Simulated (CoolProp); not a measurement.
Properties of C2F6 (R116) at several states.

Values from CoolProp's reference Helmholtz-energy equation of state, Lemmon 2006. It is a short technical equation, of lower accuracy than the large ones.

```
T (°C)  p (kPa)          phase  density (kg/m³)  cv (kJ/(kg K))  viscosity (µPa s)  conductivity (mW/(m K))
------  -------  -------------  ---------------  --------------  -----------------  -----------------------
2.85      14900         liquid             1340          0.7420                185                     58.8
139.75      178            gas            7.195          0.8656               19.2                     23.8
-25.25     2720         liquid             1355          0.7011                185                     57.2
-74.65    11700         liquid             1640          0.6383                495                     80.4
124.05     17.3            gas           0.7234          0.8470               18.4                     22.5
62.85      6350  supercritical            613.1          0.8373               38.7                     31.0
```

Viscosity comes from a separate model (Huber 2003), an estimate that may be off by 10 % or more. Thermal conductivity comes from a separate model (Huber 2003), an estimate that may be off by 10 % or more.
